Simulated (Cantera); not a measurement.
Feed: 1 mol NiS, 220 mol H2, 39 mol N2, held at 1.33 mbar.

These are equilibrium values from Cantera (NASA tables, ideal gas, pure condensed phases), not measurements of a reactor. Candidate condensed phases: Ni, NiS, NiS2, Ni3S2, Ni3S4, S; 17 gas species. Gases not in the tables: S3 to S7. Rates play no part.

### Question
Which condensed phases are stable at each of these points (T (K)): 1098, 1198, 1298, 1398, 1498, 1598, 1698, 1798, 1898, 1998, 2098, 2198?

### Answer
```csv
T (K),condensed phases,Ni condensed (%)
1098,Ni(s),100.0
1198,Ni(s),100.0
1298,Ni(s),100.0
1398,Ni(s),99.9
1498,Ni(s),98.9
1598,Ni(s),91.3
1698,Ni(s),46.5
1798,gas only,0.0
1898,gas only,0.0
1998,gas only,0.0
2098,gas only,0.0
2198,gas only,0.0
```

From 1098 K to 1698 K the condensed part is Ni(s). From 1798 K to 2198 K nothing is condensed.
